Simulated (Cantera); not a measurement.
## Equilibrium for carbon deposition, reforming and gasification: C₂H₆ + O₂ + H₂

A closed system holds: 1 mol C₂H₆, 0.84 mol O₂, 1.6 mol H₂, held at 1175 K and 12.0 bar.

These are equilibrium values from Cantera (NASA tables, ideal gas, pure condensed phases), not measurements of a reactor. Candidate condensed phases: C, C₆H₆, C₇H₈, C₈H₁₈, H₂O; 110 gas species. The numbers say what is thermodynamically allowed, not how fast it happens.

```json
{
 "x(H₂)": "0.618",
 "x(CO)": "0.222",
 "x(CH₄)": "0.0877",
 "x(H₂O)": "0.0569",
 "x(CO₂)": "0.0160",
 "x(C₂H₆)": "8.20e-6",
 "x(C₂H₄)": "5.30e-6",
 "n(C(graphite))": "0.240 mol",
 "gas_amount": "5.411 mol"
}
```
